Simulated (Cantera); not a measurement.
# Reactions in the system Cu-F-H-O

Source: NASA polynomial tables (part measured, part estimated), evaluated in Cantera. Values are per mole of reaction as written; species without (g) are pure solids or liquids, kept so even where they would boil at 1 bar.

H₂(g) + 2 OH(g) + CuF₂ = Cu(OH)₂ + 2 HF(g)

```tsv
T (K)	ΔH° (kJ)	ΔS° (J/K)	ΔG° (kJ)	log10 K	condensed phases
1073	-537.3	-123.1	-405.2	19.73	CuF₂(s), Cu(OH)₂(s)
1148	-593.0	-173.4	-394.0	17.93	CuF₂(l), Cu(OH)₂(s)
1223	-593.9	-174.1	-381.0	16.27	CuF₂(l), Cu(OH)₂(s)
1298	-594.7	-174.7	-367.9	14.80	CuF₂(l), Cu(OH)₂(s)
1373	-595.6	-175.4	-354.8	13.50	CuF₂(l), Cu(OH)₂(s)
1448	-596.5	-176.0	-341.6	12.32	CuF₂(l), Cu(OH)₂(s)
```
